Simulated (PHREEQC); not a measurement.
A column of 0.1 m (40 cells, dispersivity 0.005 m, 60 s a shift, diffusion coefficient 3e-10 m²/s) holds 0.053 eq of the database's cation exchanger X per kg of pore water, first in equilibrium with 0.015 mol ZnSO4, 0.032 mol Na2SO4, 0.0087 mol ZnCl2 and 1e-05 mol HCl per kg of water. It is flushed with 22 mmol/kgw MgCl2 and 0.01 mmol/kgw HCl, at 15 °C. Values are for the last cell. The system is closed to CO2. Nothing may precipitate in this run.

The series has 34 steps of pore volumes, from 0 to 4.963.

All values are PHREEQC results (ion-association model, phreeqc.dat), not measurements.

Problem. After how many pore volumes does Mg at the outlet first reach half of its feed value?

Solution. By 2.0 pore volumes.

Species that the database lacks are ignored.
